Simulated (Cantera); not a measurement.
Al + N2O + H2 (aluminium nitride and oxide growth)

Charge: 1 mol Al, a varied amount of N2O, 31 mol H2, held at 1750 °C and 19.0 mbar.

Cantera equilibrium calculation (NASA polynomials, part measured and part estimated; ideal gas, pure solids and liquids). Candidate condensed phases: Al, AlN, Al2O3, H2O; 35 gas species. Kinetics and transport are ignored.

```
n(N2O) (mol)  log p H2  log p N2  log p H2O  log p O2  log p H  log p OH  n Al2O3(s)
------------  --------  --------  ---------  --------  -------  --------  ----------
6.1              -1.88     -2.51      -2.63     -8.44    -3.66     -5.40       0.500
8.5              -1.94     -2.39      -2.48     -7.99    -3.69     -5.21       0.500
12               -2.05     -2.28      -2.34     -7.50    -3.75     -5.02       0.500
17               -2.22     -2.17      -2.22     -6.92    -3.83     -4.81       0.500
23               -2.48     -2.09      -2.12     -6.21    -3.96     -4.59       0.500
32               -3.45     -2.02      -2.05     -4.13    -4.45     -4.03       0.500
45               -4.19     -1.99      -2.16     -2.86    -4.82     -3.76       0.500
```
log p: log10 of the partial pressure in bar; n: condensed amount in mol.

From 6.1 mol N2O to 45 mol N2O the condensed part is Al2O3(s).
